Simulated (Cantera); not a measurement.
Thermodynamics of carbon deposition, reforming and gasification, feed C3H6 + CO2 + N2 + NH3

Input: 1 mol C3H6, 0.15 mol CO2, 1.2 mol N2, 0.19 mol NH3, equilibrated at 1648 K.

Cantera equilibrium calculation (NASA polynomials, part measured and part estimated; ideal gas, pure solids and liquids). Candidate condensed phases: C, C6H6, C7H8, C8H18, H2O; 136 gas species. The ideal-gas law is rough above about 30 bar. Equilibrium is a limit: real reactors are often held back by kinetics, nucleation or transport.

From 0.000100 bar to 100 bar the condensed part is C(graphite). The main C-bearing gas is CO throughout.

```
P (Pa)     x H2   x N2    x CO     x CH4  n C(graphite)
--------  -----  -----  ------  --------  -------------
10        0.666  0.264  0.0613   5.95e-8           2.84
100       0.671  0.264  0.0614   6.02e-7           2.84
1000      0.672  0.265  0.0615   6.05e-6           2.84
10000     0.672  0.265  0.0615   6.05e-5           2.84
100000    0.672  0.265  0.0615  0.000604           2.84
1000000   0.664  0.266  0.0616   0.00591           2.82
10000000  0.606  0.278  0.0621    0.0491           2.63
```
x: gas mole fraction; n: condensed amount in mol.
